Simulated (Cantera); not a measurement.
Input: 1 mol TEOS, 2 mol NO, at 2023.15 K and 1.00 bar.

Method: chemical equilibrium by Gibbs-energy minimisation in Cantera with the NASA 1993 tables (ideal gas, pure condensed phases). Candidate condensed phases: C, C6H6, C7H8, C8H18, H2O, Si, SiC, SiO2, Si2N2O, Si3N4; 151 gas species. The feed counts by its element totals alone. Equilibrium is a limit: real reactors are often held back by kinetics, nucleation or transport.

Base state: H2 0.585, CO 0.349, N2 0.0572, SiO 0.00343, HCN 0.00295, H 0.00145, C2H2 (acetylene) 0.000523, HNC 0.000175 (mole fractions); condensed: C(graphite) + SiC(s).

Question: What changes in the equilibrium state with this change: TEOS replaced by SiH4?

Answer: 
| species | before | after |
|---|---|---|
| H2 | 0.585 | 0.652 |
| N2 | 0.0572 | 0.330 |
| SiO | 0.00343 | 0.00819 |
| CO | 0.349 | 0 |
| HCN | 0.00295 | 0 |
| C2H2 (acetylene) | 0.000523 | 0 |
| HNC | 0.000175 | 0 |
| CH4 | 0.000137 | 0 |
| C(graphite), mol | 1.04 | 0 |
| SiC(s), mol | 0.941 | 0 |
| SiO2(l), mol | 0 | 0.975 |
The tables hold silica as quartz up to 1696 K and as liquid above; real silica turns to tridymite and cristobalite and melts near 1996 K.
